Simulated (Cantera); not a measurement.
A perfectly stirred reactor is fed with 0.0953 % CO, 3.72 % O2, 0.886 % H2O, 95.3 % N2, at 110000 Pa; it is held at 1098 K, and followed from long to short residence time.

Cantera simulation using GRI-Mech 3.0 (53 species, 325 reactions); the numbers are that mechanism's predictions, not measurements.

Problem. Predict: x(CO) at τ = 16.0 s; x(O2) at τ = 16.0 s; x(H2O) at τ = 16.0 s; x(OH) at τ = 16.0 s; x(H) at τ = 16.0 s; x(CO) at τ = 0.160 s; x(O2) at τ = 0.160 s; x(H2O) at τ = 0.160 s; x(OH) at τ = 0.160 s; x(H) at τ = 0.160 s.

Solution. 
| Property | Value |
|---|---|
| x(CO) at τ = 16.0 s | 1.28e-5 |
| x(O2) at τ = 16.0 s | 0.0367 |
| x(H2O) at τ = 16.0 s | 0.00887 |
| x(OH) at τ = 16.0 s | 1.53e-6 |
| x(H) at τ = 16.0 s | 1.18e-9 |
| x(CO) at τ = 0.160 s | 0.000292 |
| x(O2) at τ = 0.160 s | 0.0368 |
| x(H2O) at τ = 0.160 s | 0.00886 |
| x(OH) at τ = 0.160 s | 4.67e-6 |
| x(H) at τ = 0.160 s | 8.01e-8 |
